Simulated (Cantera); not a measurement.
Feed: 1 mol Si(CH₃)₄, 0.12 mol HCl, 370 mol H₂, equilibrated at 2.93 Torr.

Method: chemical equilibrium by Gibbs-energy minimisation in Cantera with the NASA 1993 tables (ideal gas, pure condensed phases). Candidate condensed phases: C, C₆H₆, C₇H₈, C₈H₁₈, Si, SiC; 109 gas species. Gases not in the tables: Si₂H₆ and higher silanes. The numbers say what is thermodynamically allowed, not how fast it happens.

At 2075 K, list the 5 most abundant gas species with their mole fractions, and the condensed phases.

H₂ 0.955, H 0.0417, Si 0.00187, C₂H₂ (acetylene) 0.00118, HCl 0.000301. Condensed: C(graphite) + SiC(s).
